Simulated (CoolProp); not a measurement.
p-xylene along the isobar 13.5 MPa: density (kg/m³) from the reference equation and from simpler models built on Tc = 343.0 °C, pc = 3.532 MPa, ω = 0.324; each cubic takes its own stable root.

Values from CoolProp's reference Helmholtz-energy equation of state, Zhou 2012.

```
T (°C)   phase  reference
------  ------  ---------
32.65   liquid      860.2
48.25   liquid      847.5
63.85   liquid      834.7
79.45   liquid      821.9
95.15   liquid      808.9
110.75  liquid      795.9
126.35  liquid      782.7
141.95  liquid      769.4
157.65  liquid      755.7
173.25  liquid      741.9
188.85  liquid      727.9
204.55  liquid      713.4
```

Q: How far does each simpler model (van der Waals, Redlich-Kwong) lie from the reference over these 12 states: mean and median of the absolute difference, and the worst?

A: 
- van der Waals: mean 39.9 %, median 40.0 %, worst -41.7 % at 32.65 °C and 13.5 MPa
- Redlich-Kwong: mean 14.6 %, median 14.5 %, worst -15.2 % at 32.65 °C and 13.5 MPa
